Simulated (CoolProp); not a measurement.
Vapour-liquid equilibrium of propane (1) + n-butane (2) at 261.5 K; x and y are mole fractions of (1).

Computed with CoolProp (multi-fluid Helmholtz-energy mixture model, Lemmon 2009 and Bücker 2006; pair parameters Kunz 2012).

```tsv
x	bubble pressure (bar)	y at the bubble point	dew pressure at overall composition x (bar)	liquid density (mol/L)
0.05	0.7720	0.196	0.6769	10.63
0.125	0.9583	0.398	0.7227	10.75
0.2	1.147	0.537	0.7750	10.88
0.275	1.338	0.637	0.8355	11.01
0.35	1.531	0.713	0.9062	11.14
0.425	1.726	0.773	0.9898	11.27
0.5	1.922	0.821	1.090	11.40
0.575	2.119	0.861	1.214	11.54
0.65	2.318	0.894	1.368	11.67
0.725	2.518	0.922	1.567	11.81
0.8	2.720	0.947	1.832	11.95
0.875	2.923	0.969	2.201	12.09
0.95	3.129	0.988	2.745	12.24
```

No azeotrope shows between x = 0.05 and 0.95.

Pair parameters are fitted to limited data, so mixtures are less certain than the pure fluids.
